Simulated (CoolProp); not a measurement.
Vapour-liquid equilibrium of R134a (1) + R152A (2) at 0.401 bar; x and y are mole fractions of (1).

The numbers come from the multi-fluid Helmholtz-energy mixture model, Tillner-Roth 1994 and Outcalt 1996; pair parameters Lemmon 2004 in CoolProp.

Give the bubble temperature and the first vapour's composition at x = 0.05, 0.65, 0.8. Is there an azeotrope?

x = 0.05: -43.0 °C, y = 0.045; x = 0.65: -43.2 °C, y = 0.682; x = 0.8: -43.7 °C, y = 0.831. y crosses x between x = 0.2 and 0.35: the model has an azeotrope there.

Pair parameters are fitted to limited data, so mixtures are less certain than the pure fluids.
